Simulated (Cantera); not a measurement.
Cantera run, input and output.

```python
import numpy as np
import cantera as ct

gas = ct.Solution("gri30.yaml")
gas.TPX = 1548, 13332, {'C3H8': 1, 'H2': 4.9}
reactor = ct.IdealGasConstPressureReactor(gas, energy="off", clone=False)
net = ct.ReactorNet([reactor])
net.rtol, net.atol = 1e-08, 1e-18
show = ['C3H8', 'H2', 'C2H2', 'CH3', 'CH2']
times = np.geomspace(2e-05, 100, 10)

steps = ct.SolutionArray(gas, extra=["t"])
rows = []
print(f"{'t/s':>10s}{'T/K':>9s}{'P/Pa':>11s}" + "".join(f"{s:>11s}" for s in show))
for t in times:
    while net.time < t:
        t_next = net.step()
        steps.append(gas.state, t=t_next)
    rows.append([np.interp(t, steps.t, y) for y in (steps.T, steps.P, *steps(*show).X.T)])
    print(f"{t:10.3e}{rows[-1][0]:9.1f}{rows[-1][1]:11.4g}" + "".join(f"{x:11.3e}" for x in rows[-1][2:]))
rate = np.gradient(steps.T, steps.t)
print("integrator steps:", len(steps.t))
if steps.T.max() > steps.T[0] + 200:
    print(f"time of steepest temperature rise: {steps.t[rate.argmax()]:.4e} s")
gas.TPX = 1548, 13332, {'C3H8': 1, 'H2': 4.9}
gas.equilibrate("TP")
print(f"equilibrium (TP): T = {gas.T:.1f} K  " + "  ".join(f"{s} {gas[s].X[0]:.3e}" for s in show))
```

It prints:

```
       t/s      T/K       P/Pa       C3H8         H2       C2H2        CH3        CH2
 2.000e-05   1548.0  1.333e+04  1.440e-01  8.131e-01  4.433e-05  9.412e-03  3.684e-06
 1.110e-04   1548.0  1.333e+04  2.210e-02  7.312e-01  7.625e-03  8.212e-03  4.246e-06
 6.162e-04   1548.0  1.333e+04  6.522e-05  7.235e-01  3.869e-02  9.015e-04  2.017e-07
 3.420e-03   1548.0  1.333e+04  8.633e-08  7.312e-01  6.495e-02  2.268e-04  1.651e-08
 1.898e-02   1548.0  1.333e+04  2.194e-08  7.425e-01  1.037e-01  1.697e-04  9.608e-09
 1.054e-01   1548.0  1.333e+04  6.563e-09  7.517e-01  1.270e-01  1.761e-04  1.070e-08
 5.848e-01   1548.0  1.333e+04  4.444e-09  7.661e-01  1.341e-01  1.496e-04  9.496e-09
 3.246e+00   1548.0  1.333e+04  1.383e-09  7.999e-01  1.507e-01  8.069e-05  5.916e-09
 1.802e+01   1548.0  1.333e+04  5.429e-10  8.170e-01  1.591e-01  3.923e-05  3.231e-09
 1.000e+02   1548.0  1.333e+04  5.301e-10  8.174e-01  1.593e-01  3.840e-05  3.171e-09
integrator steps: 1379
equilibrium (TP): T = 1548.0 K  C3H8 5.301e-10  H2 8.174e-01  C2H2 1.593e-01  CH3 3.840e-05  CH2 3.171e-09
```

Cantera simulation using GRI-Mech 3.0 (53 species, 325 reactions); the numbers are that mechanism's predictions, not measurements. GRI-Mech 3.0 was tuned for natural gas; its chemistry of propane as a main component is partial and can be far from experiment. GRI-Mech 3.0 stops at C3 and has no aromatics, soot or wall deposition, so with more carbon than oxygen in the feed, carbon stays in small species such as C2H2 where larger ones or solid carbon would form.
